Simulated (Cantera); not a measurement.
An isothermal, constant-pressure homogeneous reactor starts with H2 : O2 : N2 = 0.14 : 1 : 0.13 (molar parts), equivalence ratio 0.070, at 1473 K and 0.900 Torr. Integrator tolerance rtol = 1e-08.

Computed with Cantera and the H2/O2 subset of GRI-Mech 3.0, which has no nitrogen chemistry. Radical loss at walls, strong at low pressure, is not modelled. The temperature is held fixed by assumption; the heat of reaction is taken as removed at once.

Problem. What does this change do: pressure from 0.900 Torr to 27.8 Torr?

Solution. 
```
quantity                                            before                                      after
---------------  -----------------------------------------  -----------------------------------------
x(H2) at 200 s     9.48e-6 (gas-phase equilibrium 5.03e-6)    9.08e-7 (gas-phase equilibrium 9.08e-7)
x(O2) at 200 s         0.775 (gas-phase equilibrium 0.775)        0.775 (gas-phase equilibrium 0.775)
x(OH) at 200 s   0.000681 (gas-phase equilibrium 0.000496)  0.000211 (gas-phase equilibrium 0.000211)
x(H2O) at 200 s        0.116 (gas-phase equilibrium 0.116)        0.117 (gas-phase equilibrium 0.117)
x(O) at 200 s     0.000134 (gas-phase equilibrium 7.14e-5)    1.29e-5 (gas-phase equilibrium 1.29e-5)
x(H) at 200 s      2.13e-6 (gas-phase equilibrium 8.25e-7)    6.31e-8 (gas-phase equilibrium 6.31e-8)
```
